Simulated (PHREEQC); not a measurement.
# Spent oxide etchant (model solution)

Dissolve 0.044 mol/kgw HF, 0.031 mol/kgw (NH4)2SiF6 and 0.013 mol/kgw HBF4 at 25 °C. Closed to the air; pH follows from the charge balance.

Computed with PHREEQC (ion-association model, wateq4f.dat).

Precipitation was switched off in this run.

**Question.** Predict the pH, ionic strength.

**Answer.** pH 1.89; ionic strength 0.109 mol/kgw.

**Question.** In which forms is B present?

**Answer.** BF4- 99 %, BF3OH- 1.0 % of the B.

Complexes and solids missing from the database can't appear. SiF6-2 is the database's only silicon fluoride. Real BF4- forms and hydrolyses slowly; the run takes it at equilibrium.
